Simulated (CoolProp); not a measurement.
Saturation properties of R11.

Values from CoolProp's reference Helmholtz-energy equation of state, Jacobsen 1992.

| T (°C) | p (bar) | enthalpy of vaporisation (kJ/kg) | liquid viscosity (µPa s) |
|---|---|---|---|
| 73.45 | 4.455 | 160.8 | 277 |
| 80.45 | 5.289 | 157.5 | 260 |
| 87.45 | 6.235 | 153.9 | 245 |
| 94.55 | 7.318 | 150.1 | 230 |
| 101.55 | ___ | 146.2 | 216 |
| 108.55 | 9.853 | 142.0 | 203 |
| 115.65 | 11.36 | 137.5 | 190 |
| 122.65 | 13.01 | 132.8 | 178 |
| 129.65 | 14.82 | 127.8 | 166 |
| 136.75 | 16.84 | 122.4 | 155 |
| 143.75 | 19.03 | 116.5 | 144 |
| 150.75 | 21.42 | 110.2 | 133 |
| 157.85 | 24.06 | 103.2 | 123 |
| 164.85 | ___ | 95.45 | 112 |
| 171.85 | 29.97 | ___ | 102 |

**Question.** What belongs in the gaps?

**Answer.** 
- 101.55, p (bar): 8.516
- 164.85, p (bar): 26.89
- 171.85, enthalpy of vaporisation (kJ/kg): 86.66

It boils at 23.7 °C under 1 atm.

Viscosity comes from a separate model (Klein 1997), an estimate that may be off by 10 % or more.
